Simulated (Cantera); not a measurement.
What does this Cantera script print?

```python
import numpy as np
import cantera as ct

gas_names = """
    CL CL2 H HCL H2 N NH NH2 NH3 N2 N2H2 N2H4 Si SiCL SiCL2 SiCL3 SiCL4 SiH SiHCL3 SiH2 SiH2CL2 SiH3
    SiH3CL SiH4 SiN Si2 Si2N Si3
""".split()
cond_names = """
    NH4CL(a) NH4CL(b) Si(cr) Si(L) Si3N4(a)
""".split()


# ... load() reads the species with a 1 bar reference pressure and builds the phases ...
atoms = {
    'SiHCl3': {'Si': 1, 'H': 1, 'CL': 3},
    'NH3': {'N': 1, 'H': 3},
    'H2': {'H': 2},
}
top_T = {'Si3N4(a)': 2400}  # K; cautious upper limits of use, not melting points


# ... equilibrate(T, P, feed) seeds the gas with the atoms and calls Mixture.equilibrate('TP', solver="vcs", rtol=1e-11, max_steps=5000) ...
results = []
feed = {'SiHCl3': 1, 'NH3': 7.9, 'H2': 41}  # mol
T = 1248  # K
P = 133.322  # Pa
mix = equilibrate(T, P, feed)
results.append((T, P, feed, dict(zip(mix.species_names, mix.species_moles))))
print(gas.report(threshold=0.001))
for i in range(1, mix.n_phases):
    print(f"{mix.phase(i).name:16s} {mix.phase_moles(i):12.5e} mol")
```

Output:

```
       temperature   1248 K
          pressure   133.32 Pa
           density   6.7664e-05 kg/m^3
  mean mol. weight   5.2663 kg/kmol
   phase of matter   gas

                          1 kg             1 kmol
                     ---------------   ---------------
          enthalpy        4.4949e+06        2.3671e+07  J
   internal energy        2.5245e+06        1.3295e+07  J
           entropy             45201        2.3804e+05  J/K
    Gibbs function       -5.1916e+07       -2.7341e+08  J
 heat capacity c_p            5987.6             31532  J/K
 heat capacity c_v            4408.8             23218  J/K

                      mass frac. Y      mole frac. X     chem. pot. / RT
                     ---------------   ---------------   ---------------
               HCL           0.35572          0.051383           -43.353
                H2           0.34145           0.89195           -24.818
                N2           0.30079          0.056546           -34.958
     [  +25 minor]         0.0020371        0.00011863

Si(cr)            0.00000e+00 mol
Si3N4(a)          3.31281e-01 mol
```

Equilibrium computed with Cantera from the NASA thermochemical tables; the gas is ideal and each condensed phase is pure.
